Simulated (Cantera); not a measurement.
A Cantera script and what it prints.

```python
import numpy as np
import cantera as ct

gas_names = """
    AL ALCL ALCL2 ALCL3 ALN ALO ALOCL ALO2 AL2 AL2CL6 AL2O AL2O2 CL CLO CL2 N NO NO2 NO3 N2 N2O O O2 O3
""".split()
cond_names = """
    AL(cr) AL(L) ALCL3(s) ALCL3(L) ALN(s) AL2O3(a) AL2O3(L)
""".split()


# ... load() reads the species with a 1 bar reference pressure and builds the phases ...
atoms = {
    'Al2O3': {'AL': 2, 'O': 3},
    'Cl2': {'CL': 2},
    'N2': {'N': 2},
}
top_T = {'ALN(s)': 2750}  # K; cautious upper limits of use, not melting points


# ... equilibrate(T, P, feed) seeds the gas with the atoms and calls Mixture.equilibrate('TP', solver="vcs", rtol=1e-11, max_steps=5000) ...
results = []
T = 1648  # K
P = 93000  # Pa
for m in [0.011, 0.015, 0.02, 0.028, 0.039, 0.054, 0.074, 0.1, 0.14]:
    feed = {'Al2O3': 1, 'Cl2': m, 'N2': 0.17}  # mol
    mix = equilibrate(T, P, feed)
    results.append((T, P, feed, dict(zip(mix.species_names, mix.species_moles))))

top = {s: max(r[3][s] / sum(r[3][g] for g in gas_names) for r in results) for s in gas_names}
cols = sorted((s for s in top if top[s] > 0.0001), key=lambda s: -top[s])[:9]
seen = [c for c in cond_names if any(r[3].get(c, 0) > 1e-12 for r in results)]
print("log10 of partial pressures in bar; condensed amounts in mol")
print(f"{'n(Cl2)':>10s}" + "".join(f"{s[:9]:>10s}" for s in cols + seen))
for T, P, feed, n in results:
    ng = sum(n[g] for g in gas_names)
    print(f"{feed['Cl2']:10.4g}" + "".join(f"{np.log10(max(n[s] / ng * P / 1e5, 1e-99)):10.3f}" for s in cols)
          + "".join(f"{n.get(c, 0):10.4g}" for c in seen))
```

Output:

```
log10 of partial pressures in bar; condensed amounts in mol
    n(Cl2)        N2       CL2        CL     ALCL3        O2        NO       CLO  AL2O3(a)
     0.011    -0.066    -1.419    -1.548    -2.653    -2.810    -3.673    -4.638    0.9998
     0.015    -0.077    -1.276    -1.477    -2.532    -2.685    -3.617    -4.504    0.9997
      0.02    -0.089    -1.150    -1.414    -2.425    -2.575    -3.568    -4.386    0.9996
     0.028    -0.109    -1.009    -1.343    -2.306    -2.452    -3.516    -4.254    0.9995
     0.039    -0.135    -0.878    -1.278    -2.195    -2.339    -3.472    -4.132    0.9993
     0.054    -0.167    -0.759    -1.219    -2.094    -2.236    -3.437    -4.021     0.999
     0.074    -0.206    -0.654    -1.166    -2.004    -2.144    -3.411    -3.922    0.9986
       0.1    -0.252    -0.563    -1.120    -1.927    -2.066    -3.394    -3.838    0.9982
      0.14    -0.314    -0.473    -1.076    -1.851    -1.988    -3.387    -3.754    0.9975
```

Cantera equilibrium calculation (NASA polynomials, part measured and part estimated; ideal gas, pure solids and liquids).
